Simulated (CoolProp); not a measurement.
R115 along the isotherm 247.7 K: fugacity coefficient from the reference equation and from simpler models built on Tc = 353.1 K, pc = 3129 kPa, ω = 0.248; each cubic takes its own stable root.

Model: reference Helmholtz-energy equation of state, Lemmon 2016, in CoolProp.

```csv
p (kPa),phase,reference,van der Waals,Redlich-Kwong
4.95,gas,0.9984,0.9989,0.9986
7.7,gas,0.9975,0.9983,0.9978
12,gas,0.9961,0.9974,0.9965
18.7,gas,0.9939,0.9959,0.9945
29.1,gas,0.9906,0.9937,0.9915
45.3,gas,0.9853,0.9902,0.9868
70.5,gas,0.9770,0.9847,0.9794
110,gas,0.9640,0.9761,0.9680
171,gas,0.9436,0.9629,0.9503
266,liquid,0.6403,0.9423,0.9227
414,liquid,0.4144,0.9102,0.6231
645,liquid,0.2691,0.8482,0.4051
1000,liquid,0.1767,0.5628,0.2664
1560,liquid,0.1165,0.3771,0.1761
```

At some of these states van der Waals, Redlich-Kwong gives the other phase, because its saturation line lies elsewhere.
